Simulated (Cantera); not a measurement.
An adiabatic, constant-volume homogeneous reactor starts with CO : H2 : O2 : N2 = 1 : 0.39 : 1.24 : 4.67 (molar parts), equivalence ratio 0.56, at 1050 K and 2630 Torr. Integrator tolerance rtol = 1e-08.

Cantera simulation using GRI-Mech 3.0 (53 species, 325 reactions); the numbers are that mechanism's predictions, not measurements. The hydrogen kinetics of GRI-Mech 3.0 are dated; newer H2 mechanisms differ, most at raised pressure.

What does this change do: initial temperature 1050 to 975 K?


```csv
quantity,before,after
time of steepest temperature rise,0.561 ms,8.10 ms
temperature at 0.600 s,2619 K,2585 K
equilibrium temperature,2619 K,2585 K
x(CO) at 0.600 s,0.0119 (gas-phase equilibrium 0.0119),0.00994 (gas-phase equilibrium 0.00994)
x(H2) at 0.600 s,0.000716 (gas-phase equilibrium 0.000716),0.000603 (gas-phase equilibrium 0.000603)
x(O2) at 0.600 s,0.0771 (gas-phase equilibrium 0.0771),0.0770 (gas-phase equilibrium 0.0770)
x(H2O2) at 0.600 s,3.82e-7 (gas-phase equilibrium 3.82e-7),3.71e-7 (gas-phase equilibrium 3.71e-7)
x(H2O) at 0.600 s,0.0540 (gas-phase equilibrium 0.0540),0.0546 (gas-phase equilibrium 0.0546)
x(OH) at 0.600 s,0.00705 (gas-phase equilibrium 0.00705),0.00631 (gas-phase equilibrium 0.00631)
```
